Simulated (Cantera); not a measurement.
What does this Cantera script print?

```python
import numpy as np
import cantera as ct

gas_names = [...]  # 110 gases of nasa_gas.yaml made of C, H, O
cond_names = """
    C(gr) C6H6(L) C7H8(L) C8H18(L),n-octa H2O(s) H2O(L)
""".split()


# ... load() reads the species with a 1 bar reference pressure and builds the phases ...
atoms = {
    'CH4': {'C': 1, 'H': 4},
    'O2': {'O': 2},
}
top_T = {'C(gr)': 4500}  # K; cautious upper limits of use, not melting points


# ... equilibrate(T, P, feed) seeds the gas with the atoms and calls Mixture.equilibrate('TP', solver="vcs", rtol=1e-11, max_steps=5000) ...
results = []
feed = {'CH4': 1, 'O2': 1.9}  # mol
P = 1000  # Pa
for T in [1075, 1225, 1375, 1525, 1675, 1825, 1975, 2125, 2275, 2425]:
    mix = equilibrate(T, P, feed)
    results.append((T, P, feed, dict(zip(mix.species_names, mix.species_moles))))

top = {s: max(r[3][s] / sum(r[3][g] for g in gas_names) for r in results) for s in gas_names}
cols = sorted((s for s in top if top[s] > 0.001), key=lambda s: -top[s])[:5]
seen = [c for c in cond_names if any(r[3].get(c, 0) > 1e-12 for r in results)]
print("log10 of partial pressures in bar; condensed amounts in mol")
print(f"{'T/K':>10s}" + "".join(f"{s[:9]:>10s}" for s in cols + seen))
for T, P, feed, n in results:
    ng = sum(n[g] for g in gas_names)
    print(f"{T:10.4g}" + "".join(f"{np.log10(max(n[s] / ng * P / 1e5, 1e-99)):10.3f}" for s in cols)
          + "".join(f"{n.get(c, 0):10.4g}" for c in seen))
```

It prints:

```
log10 of partial pressures in bar; condensed amounts in mol
       T/K       H2O       CO2        CO        H2        O2
      1075    -2.207    -2.506    -3.673    -3.343   -16.037
      1225    -2.202    -2.515    -3.556    -3.410   -12.933
      1375    -2.199    -2.522    -3.481    -3.473   -10.480
      1525    -2.196    -2.528    -3.431    -3.529    -8.495
      1675    -2.194    -2.533    -3.396    -3.577    -6.858
      1825    -2.194    -2.538    -3.365    -3.613    -5.498
      1975    -2.199    -2.552    -3.300    -3.600    -4.444
      2125    -2.219    -2.596    -3.154    -3.478    -3.789
      2275    -2.265    -2.688    -2.983    -3.303    -3.416
      2425    -2.349    -2.838    -2.851    -3.139    -3.196
```

These are equilibrium values from Cantera (NASA tables, ideal gas, pure condensed phases), not measurements of a reactor.
